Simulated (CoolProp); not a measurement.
A simple Rankine cycle with R245fa: condensing at 292.15 K, boiler at 0.554 MPa, turbine inlet 341.6 K, turbine efficiency 0.9, pump efficiency 0.7, no recuperator. Each further row changes one setting.

Values from CoolProp's reference Helmholtz-energy equation of state, Akasaka 2015.

```json
[
 {"case": "as stated", "thermal efficiency (%)": "10.8", "net work (kJ/kg)": "?", "heat in (kJ/kg)": "231", "turbine exit temperature (K)": "304.8", "volume ratio over the turbine": "?"},
 {"case": "turbine inlet 361.6 K", "thermal efficiency (%)": "10.8", "net work (kJ/kg)": "?", "heat in (kJ/kg)": "?", "turbine exit temperature (K)": "325.5", "volume ratio over the turbine": "?"},
 {"case": "condensing temperature 284.15 K", "thermal efficiency (%)": "12.5", "net work (kJ/kg)": "30.1", "heat in (kJ/kg)": "241", "turbine exit temperature (K)": "?", "volume ratio over the turbine": "6.29"},
 {"case": "boiler pressure 0.388 MPa", "thermal efficiency (%)": "8.6", "net work (kJ/kg)": "20.1", "heat in (kJ/kg)": "235", "turbine exit temperature (K)": "?", "volume ratio over the turbine": "3.19"},
 {"case": "turbine efficiency 0.8", "thermal efficiency (%)": "9.6", "net work (kJ/kg)": "22.2", "heat in (kJ/kg)": "231", "turbine exit temperature (K)": "308.0", "volume ratio over the turbine": "?"}
]
```

Task: What belongs in the gaps?

Result: 
- as stated, net work (kJ/kg): 25.0
- as stated, volume ratio over the turbine: 4.62
- turbine inlet 361.6 K, net work (kJ/kg): 27.1
- turbine inlet 361.6 K, heat in (kJ/kg): 252
- turbine inlet 361.6 K, volume ratio over the turbine: 4.55
- condensing temperature 284.15 K, turbine exit temperature (K): 298.1
- boiler pressure 0.388 MPa, turbine exit temperature (K): 314.4
- turbine efficiency 0.8, volume ratio over the turbine: 4.68
